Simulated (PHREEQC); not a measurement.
Copper plating or etch bath (model solution)

Consider water at 46 °C with 0.12 mol/kgw Cu(NO3)2 and 0.00022 mol/kgw HBF4. Closed to the air; pH follows from the charge balance.

Model: ion-association model, phreeqc.dat, run in PHREEQC.

This is a speciation only: nothing precipitates in the calculation.

### Question
Estimate the pH, specific conductance, activity of water.

### Answer
pH 3.31; specific conductance 30200 µS/cm; activity of water 0.994.

### Question
In which forms is F present?

### Answer
F- 44 %, HF 29 %, CuF+ 27 % of the F.

Constants without temperature data keep their 25 °C values here. Real BF4- forms and hydrolyses slowly; the run takes it at equilibrium.
